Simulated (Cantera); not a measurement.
Input: 1 mol MgO, 7.4 mol C, 0.01 mol CO, equilibrated at 2150 °C and 23.3 Torr.

Method: chemical equilibrium by Gibbs-energy minimisation in Cantera with the NASA 1993 tables (ideal gas, pure condensed phases). Candidate condensed phases: C, Mg, MgCO3, MgO; 15 gas species. The numbers say what is thermodynamically allowed, not how fast it happens.

Base state: CO 0.502, Mg 0.498 (mole fractions); condensed: C(graphite).

Q: What changes in the equilibrium state with this change: temperature from 2150 °C to 1400 °C?

A: 
```tsv
species	before	after
CO	0.502	0.885
Mg	0.498	0.115
C(graphite), mol	6.40	7.40
MgO(s), mol	0	0.999
```
